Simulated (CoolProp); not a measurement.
Nitrous oxide along the isotherm 226.85 °C: Z from the reference equation and from simpler models built on Tc = 36.4 °C, pc = 7.245 MPa, ω = 0.161; each cubic takes its own stable root.

Computed with CoolProp (reference Helmholtz-energy equation of state, Lemmon 2006). It is a short technical equation, of lower accuracy than the large ones.

| p (MPa) | phase | reference |
|---|---|---|
| 3.62 | gas | 0.9701 |
| 7.24 | gas | 0.9424 |
| 10.9 | supercritical | 0.9174 |
| 14.5 | supercritical | 0.8966 |
| 18.1 | supercritical | 0.8806 |
| 21.7 | supercritical | 0.8703 |
| 25.4 | supercritical | 0.8660 |
| 29 | supercritical | 0.8679 |
| 32.6 | supercritical | 0.8753 |
| 36.2 | supercritical | 0.8876 |

Q: How far does each simpler model (Redlich-Kwong, Peng-Robinson) lie from the reference over these 10 states: mean and median of the absolute difference, and the worst?

A: 
- Redlich-Kwong: mean 1.7 %, median 1.8 %, worst -2.3 % at 226.85 °C and 18.1 MPa
- Peng-Robinson: mean 1.0 %, median 0.8 %, worst +1.8 % at 226.85 °C and 32.6 MPa
